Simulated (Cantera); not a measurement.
**Stirred combustor or abatement burner**

A perfectly stirred reactor is fed with 33.5 % H₂, 14.0 % O₂, 52.6 % N₂, equivalence ratio 1.2, at 1.70 bar; it is adiabatic with a 325 K inlet, and is followed from long to short residence time, starting on the burning branch (τ in s: 0.028, 0.015, 0.0078, 0.0041, 0.0022, 0.0011, 0.0006, 0.00032, 0.00017, 8.8e-05, 4.7e-05, 2.5e-05, 1.3e-05).

Model: the H2/O2 subset of GRI-Mech 3.0, which has no nitrogen chemistry, integrated in Cantera.

```json
[
 {"τ (s)": "0.028", "T (K)": "2378", "x H₂": "0.0649", "x O₂": "0.000350", "x H₂O₂": "5.10e-8", "x H": "0.00407", "x O": "0.000151", "x HO₂": "2.27e-7"},
 {"τ (s)": "0.015", "T (K)": "2369", "x H₂": "0.0651", "x O₂": "0.000481", "x H₂O₂": "6.50e-8", "x H": "0.00476", "x O": "0.000203", "x HO₂": "3.26e-7"},
 {"τ (s)": "0.0078", "T (K)": "2353", "x H₂": "0.0654", "x O₂": "0.000708", "x H₂O₂": "8.72e-8", "x H": "0.00586", "x O": "0.000297", "x HO₂": "5.09e-7"},
 {"τ (s)": "0.0041", "T (K)": "2332", "x H₂": "0.0659", "x O₂": "0.00107", "x H₂O₂": "1.18e-7", "x H": "0.00740", "x O": "0.000454", "x HO₂": "8.14e-7"},
 {"τ (s)": "0.0022", "T (K)": "2302", "x H₂": "0.0667", "x O₂": "0.00161", "x H₂O₂": "1.57e-7", "x H": "0.00948", "x O": "0.000699", "x HO₂": "1.28e-6"},
 {"τ (s)": "0.0011", "T (K)": "2257", "x H₂": "0.0678", "x O₂": "0.00252", "x H₂O₂": "2.14e-7", "x H": "0.0127", "x O": "0.00113", "x HO₂": "2.08e-6"},
 {"τ (s)": "0.00060", "T (K)": "2204", "x H₂": "0.0692", "x O₂": "0.00365", "x H₂O₂": "2.81e-7", "x H": "0.0165", "x O": "0.00170", "x HO₂": "3.13e-6"},
 {"τ (s)": "0.00032", "T (K)": "2135", "x H₂": "0.0708", "x O₂": "0.00523", "x H₂O₂": "3.80e-7", "x H": "0.0216", "x O": "0.00251", "x HO₂": "4.69e-6"},
 {"τ (s)": "0.00017", "T (K)": "2050", "x H₂": "0.0727", "x O₂": "0.00725", "x H₂O₂": "5.37e-7", "x H": "0.0283", "x O": "0.00357", "x HO₂": "6.96e-6"},
 {"τ (s)": "8.8e-5", "T (K)": "1945", "x H₂": "0.0746", "x O₂": "0.00990", "x H₂O₂": "8.21e-7", "x H": "0.0369", "x O": "0.00487", "x HO₂": "1.04e-5"},
 {"τ (s)": "4.7e-5", "T (K)": "1831", "x H₂": "0.0767", "x O₂": "0.0131", "x H₂O₂": "1.31e-6", "x H": "0.0463", "x O": "0.00616", "x HO₂": "1.52e-5"},
 {"τ (s)": "2.5e-5", "T (K)": "1704", "x H₂": "0.0804", "x O₂": "0.0175", "x H₂O₂": "2.21e-6", "x H": "0.0561", "x O": "0.00724", "x HO₂": "2.30e-5"},
 {"τ (s)": "1.3e-5", "T (K)": "1556", "x H₂": "0.0913", "x O₂": "0.0254", "x H₂O₂": "3.78e-6", "x H": "0.0633", "x O": "0.00765", "x HO₂": "3.84e-5"}
]
```
x: mole fraction; the columns are a selection and need not sum to one.
